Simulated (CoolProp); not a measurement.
Values from CoolProp's reference Helmholtz-energy equation of state, Wagner 2002.

Task: For water, give the phase and the Z, speed of sound (m/s) at 377.2 K and 87.4 MPa.

Result: 
- 377.2 K and 87.4 MPa: liquid; Z 0.506, speed of sound 1710
